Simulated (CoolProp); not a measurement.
Vapour-liquid equilibrium of R22 (1) + R123 (2) at -30.15 °C; x and y are mole fractions of (1).

The numbers come from the multi-fluid Helmholtz-energy mixture model, Kamei 1995 and Younglove 1994; pair parameters Bell 2016 in CoolProp.

```tsv
x	bubble pressure, mixture model (bar)	bubble pressure, Raoult's law (bar)	y, mixture model	y, Raoult's law
0.05	0.1409	0.1450	0.547	0.562
0.2	0.3825	0.3792	0.858	0.859
0.35	0.6327	0.6134	0.929	0.929
0.5	0.8741	0.8477	0.960	0.961
0.65	1.102	1.082	0.977	0.978
0.8	1.323	1.316	0.988	0.990
0.95	1.549	1.550	0.997	0.998
```

The largest gap from Raoult's law is +3.1 % in bubble pressure, at x = 0.35. No azeotrope shows between x = 0.05 and 0.95.

Pair parameters are fitted to limited data, so mixtures are less certain than the pure fluids. The gap from Raoult's law changes sign with composition, which may be real or a fault of the pair parameters; it wasn't checked against measurements.
